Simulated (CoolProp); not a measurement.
Values from CoolProp's reference Helmholtz-energy equation of state, Pan 2012.

Q: For R236FA, give the phase and the density (kg/m³), cv (kJ/(kg K)), isothermal compressibility (1/MPa), viscosity (µPa s) at 400 K and 0.234 MPa; 400 K and 0.842 MPa; 400 K and 1.6 MPa.

A: 
- 400 K and 0.234 MPa: gas; density 11.0, cv 0.939, isothermal compressibility 4.39, viscosity 14.8
- 400 K and 0.842 MPa: gas; density 42.6, cv 0.954, isothermal compressibility 1.32, viscosity 15.0
- 400 K and 1.6 MPa: gas; density 91.1, cv 0.978, isothermal compressibility 0.806, viscosity 15.6

Viscosity comes from a separate model (Huber 2003), an estimate that may be off by 10 % or more.
